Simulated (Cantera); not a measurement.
Charge: 1 mol Si, 5.2 mol NF₃, held at 0.293 Torr.

These are equilibrium values from Cantera (NASA tables, ideal gas, pure condensed phases), not measurements of a reactor. Candidate condensed phases: Si, Si₃N₄; 16 gas species. Rates play no part. All values below are at 1250 K.

Base state: F 0.763, N₂ 0.171, SiF₄ 0.0658, F₂ 0.000441 (mole fractions); condensed: gas only.

**Question.** What changes in the equilibrium state with this change: pressure from 0.293 Torr to 1.00 Torr?

**Answer.** 
```csv
species,before,after
F,0.763,0.761
N₂,0.171,0.171
SiF₄,0.0658,0.0659
F₂,0.000441,0.00150
```
